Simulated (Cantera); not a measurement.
A Cantera script and what it prints.

```python
import numpy as np
import cantera as ct

gas_names = [...]  # 109 gases of nasa_gas.yaml made of C, Cl, H, Si
cond_names = """
    C(gr) C6H6(L) C7H8(L) C8H18(L),n-octa Si(cr) Si(L) SiC(b)
""".split()


# ... load() reads the species with a 1 bar reference pressure and builds the phases ...
atoms = {
    'SiCl4': {'Si': 1, 'CL': 4},
    'C2H2': {'C': 2, 'H': 2},
    'H2': {'H': 2},
}
top_T = {'C(gr)': 4500, 'SiC(b)': 3050}  # K; cautious upper limits of use, not melting points


# ... equilibrate(T, P, feed) seeds the gas with the atoms and calls Mixture.equilibrate('TP', solver="vcs", rtol=1e-11, max_steps=5000) ...
results = []
feed = {'SiCl4': 1, 'C2H2': 0.019, 'H2': 48}  # mol
T = 1250  # K
P = 1000  # Pa
mix = equilibrate(T, P, feed)
results.append((T, P, feed, dict(zip(mix.species_names, mix.species_moles))))
print(gas.report(threshold=1e-06))
for i in range(1, mix.n_phases):
    print(f"{mix.phase(i).name:16s} {mix.phase_moles(i):12.5e} mol")
```

It prints:

```
       temperature   1250 K
          pressure   1000 Pa
           density   0.00048813 kg/m^3
  mean mol. weight   5.0732 kg/kmol
   phase of matter   gas

                          1 kg             1 kmol
                     ---------------   ---------------
          enthalpy        4.1621e+06        2.1115e+07  J
   internal energy        2.1135e+06        1.0722e+07  J
           entropy             43187         2.191e+05  J/K
    Gibbs function       -4.9822e+07       -2.5275e+08  J
 heat capacity c_p            6258.7             31752  J/K
 heat capacity c_v            4619.8             23437  J/K

                      mass frac. Y      mole frac. X     chem. pot. / RT
                     ---------------   ---------------   ---------------
                 H        9.2771e-07        4.6691e-06           -11.381
               HCL           0.40599          0.056493           -41.234
                H2           0.37075           0.93297           -22.763
             SiCL2           0.16794         0.0086073           -63.855
             SiCL3          0.023244        0.00087717           -93.707
             SiCL4          0.021428         0.0006399           -123.56
            SiHCL3          0.010039        0.00037602           -105.09
           SiH2CL2        0.00059868        3.0071e-05           -86.618
     [ +101 minor]        1.1919e-05        1.2078e-06

C(gr)             0.00000e+00 mol
Si(cr)            4.36028e-01 mol
SiC(b)            3.79892e-02 mol
```

Cantera equilibrium calculation (NASA polynomials, part measured and part estimated; ideal gas, pure solids and liquids). Mutual solubility and eutectic melting of coexisting phases are not modelled. The tables' values for SiCl3 are old estimates; treat these amounts as uncertain.
